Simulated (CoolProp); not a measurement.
Vapour-liquid equilibrium of acetone (1) + ethanol (2) at -20.65 °C; x and y are mole fractions of (1).

Model: multi-fluid Helmholtz-energy mixture model, Lemmon 2006 and Schroeder 2014; pair parameters Bell 2016, in CoolProp.

**Question.** Give the bubble pressure and the first vapour's composition at x = 0.55, 0.65, 0.75. Is there an azeotrope?

**Answer.** x = 0.55: 0.002062 MPa, y = 0.904; x = 0.65: 0.002212 MPa, y = 0.922; x = 0.75: 0.002363 MPa, y = 0.940. No azeotrope shows between x = 0.05 and 0.95.

The pair parameters rest on a limited set of measurements; away from them the model extrapolates. With so large a gap from Raoult's law the liquid may split in two, which this calculation doesn't test in full.
